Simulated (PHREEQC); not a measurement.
NaOH is added in steps, without added water, to 1 kg of water holding 1.2 mol/kgw NaCl and 0.15 mol/kgw MgSO4, at 20 °C. The system is closed to CO2. The run lets Bischofite, Bloedite, Brucite, Epsomite, Halite, Hexahydrite, Kieserite, Mirabilite, Thenardite, MgCl2_4H2O precipitate or redissolve, and no other solid.

Base run: PHREEQC, Pitzer model, pitzer.dat. Each further column changes one thing. The table gives pH.

| NaOH added (mol) | base | database wateq4f.dat |
|---|---|---|
| 0 | 6.75 | 6.63 |
| 0.024 | 9.43 | 9.34 |
| 0.048 | 9.45 | 9.36 |
| 0.072 | 9.47 | 9.39 |
| 0.096 | 9.50 | 9.41 |
| 0.12 | 9.53 | 9.44 |
| 0.144 | 9.56 | 9.47 |
| 0.176 | 9.61 | 9.53 |
| 0.2 | 9.66 | 9.57 |
| 0.224 | 9.72 | 9.64 |
| 0.248 | 9.80 | 9.72 |
| 0.272 | 9.94 | 9.86 |
| 0.296 | 10.35 | 10.27 |
| 0.32 | 12.20 | 12.23 |

In brines, pH and single-ion activities rest on the MacInnes convention. The ionic strength passes 0.7 mol/kgw, the rough limit of the ion-association models, in part of: database wateq4f.dat. pitzer.dat has no redox and few complexes: it carries them in its interaction parameters. Solids allowed in the column 'database wateq4f.dat': Brucite, Halite, Mirabilite, Epsomite.
